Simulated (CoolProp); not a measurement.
n-butane at 493.29 K and 0.308 MPa is throttled through a valve to 0.133 MPa with no heat exchange. Each further row changes one setting.

The numbers come from the reference Helmholtz-energy equation of state, Bücker 2006 in CoolProp.

```tsv
case	temperature change (K)	final density (kg/m³)
as stated	-0.9	1.90
outlet pressure 0.0399 MPa	-1.4	0.568
outlet pressure 0.173 MPa	-0.7	2.48
```
